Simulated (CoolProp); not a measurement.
The fluid at 293.15 K and 0.00552 MPa expands adiabatically to 0.000746 MPa with isentropic efficiency 0.7. The same conditions are run with several fluids, on thermodynamics alone (safety and materials aside).

Model: reference Helmholtz-energy equation of state of each fluid (methanol: de Reuck 1993; n-butane: Bücker 2006; trans-2-butene: Lemmon 2005; R245fa: Akasaka 2015), in CoolProp.

Task: Rank methanol, n-butane, trans-2-butene, R245fa by work (kJ/kg), highest first.

Result: methanol (93.4), trans-2-butene (55.1), n-butane (53.7), R245fa (23.6)

| fluid | final temperature (K) | final phase | final density (kg/m³) |
|---|---|---|---|
| methanol | 248.9 | two-phase, vapour fraction 0.974 | 0.0119 |
| n-butane | 259.5 | gas | 0.0201 |
| trans-2-butene | 255.6 | gas | 0.0197 |
| R245fa | 264.3 | gas | 0.0455 |
